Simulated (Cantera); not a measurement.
# N2O furnace oxynitridation

A perfectly stirred reactor is fed with N2O : H2 : N2 = 1 : 0.0031 : 0.93 (molar parts), at 100000 Pa; it is held at 1175 K, and followed from long to short residence time.

Model: GRI-Mech 3.0 (53 species, 325 reactions), integrated in Cantera. GRI-Mech 3.0 was tuned for natural gas; its chemistry of N2O as a main component is partial and can be far from experiment. The mechanism lacks the step 2 NO + O2 → 2 NO2, which can matter for NO2 below about 1400 K. The temperature is held fixed by assumption; the heat of reaction is taken as removed at once.

```tsv
τ (s)	x N2O	x H2	x NO	x O2	x HO2	x H2O2
1.4	0.328	1.35e-5	0.0119	0.0687	2.23e-8	1.97e-9
0.47	0.428	3.40e-5	0.00588	0.0318	5.22e-8	2.91e-9
0.16	0.481	8.20e-5	0.00233	0.0124	1.48e-7	4.38e-9
0.056	0.503	0.000187	0.000849	0.00459	4.11e-7	7.17e-9
0.019	0.512	0.000416	0.000288	0.00158	1.02e-6	1.57e-8
0.0065	0.515	0.000799	9.95e-5	0.000542	1.91e-6	3.65e-8
0.0022	0.516	0.00122	3.56e-5	0.000180	2.40e-6	4.97e-8
```
x: mole fraction; the columns are a selection and need not sum to one.
